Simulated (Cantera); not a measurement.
Input: 1 mol NH3, 0.75 mol SO2, equilibrated at 850 K and 1 atm.

Method: chemical equilibrium by Gibbs-energy minimisation in Cantera with the NASA 1993 tables (ideal gas, pure condensed phases). Candidate condensed phases: H2O, H2SO4, S; 35 gas species. Gases not in the tables: S3 to S7. The numbers say what is thermodynamically allowed, not how fast it happens.

Base state: H2O 0.510, N2 0.218, H2S 0.144, SO2 0.0712, S2 0.0541, S2O 0.00190, H2 0.000675, S8 5.71e-5 (mole fractions); condensed: gas only.

Task: What changes in the equilibrium state with this change: temperature from 850 K to 925 K?

Result: 
```csv
species,before,after
H2O,0.510,0.520
N2,0.218,0.217
H2S,0.144,0.131
S2,0.0541,0.0630
SO2,0.0712,0.0653
S8,5.71e-5,1.14e-6
H2,0.000675,0.00159
```
